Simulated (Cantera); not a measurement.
A perfectly stirred reactor is fed with 30.4 % CO, 4.56 % H2, 11.6 % O2, 43.7 % N2, 9.72 % H2O, equivalence ratio 1.5, at 1.00 bar; it is adiabatic with a 750 K inlet, and is followed from long to short residence time, starting on the burning branch (τ in s: 0.2, 0.097, 0.047, 0.023, 0.011, 0.0054, 0.0026, 0.0013, 0.00061, 0.0003, 0.00014, 7e-05).

Model: GRI-Mech 3.0 (53 species, 325 reactions), integrated in Cantera.

One state of this run: T (K) = 1928; x CO = 0.151; x H2 = 0.0207; x O2 = 0.0216; x O = 0.00828; x NO = 5.48e-5. x: mole fraction; the columns are a selection and need not sum to one.

Task: Which value of τ (s) does it belong to?
A. 0.00061
B. 0.00030
C. 0.0054
D. 0.00014

Result: B, 0.00030
